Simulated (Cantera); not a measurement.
## NO annealing gas

An isothermal, constant-pressure homogeneous reactor starts with 87.0 % NO, 13.0 % N₂, at 2050 K and 110000 Pa.

Computed with Cantera and GRI-Mech 3.0 (53 species, 325 reactions).

```csv
t (s),x NO,x N₂O,x N₂,x O₂,x NO₂,x O
0.000600,0.868,0.000328,0.131,0.000503,0.000367,0.000124
0.00147,0.865,0.000360,0.132,0.00184,0.000399,0.000134
0.00361,0.858,0.000355,0.136,0.00519,0.000431,0.000145
0.00886,0.842,0.000339,0.144,0.0133,0.000498,0.000167
0.0217,0.802,0.000303,0.164,0.0328,0.000615,0.000211
0.0533,0.714,0.000234,0.208,0.0769,0.000761,0.000286
0.131,0.542,0.000131,0.294,0.163,0.000808,0.000392
0.321,0.299,3.86e-5,0.416,0.285,0.000581,0.000505
0.788,0.101,4.69e-6,0.515,0.384,0.000227,0.000580
1.93,0.0263,7.55e-7,0.552,0.421,6.20e-5,0.000606
4.74,0.0117,5.34e-7,0.559,0.428,2.79e-5,0.000611
11.6,0.0106,5.25e-7,0.560,0.429,2.52e-5,0.000611
28.5,0.0106,5.25e-7,0.560,0.429,2.52e-5,0.000611
70.0,0.0106,5.25e-7,0.560,0.429,2.52e-5,0.000611
```
x: mole fraction; the columns are a selection and need not sum to one.

Equilibrium at this temperature and pressure: NO 0.0106, N₂O 5.25e-7, N₂ 0.560, O₂ 0.429, NO₂ 2.52e-5, O 0.000611 (gas phase only).
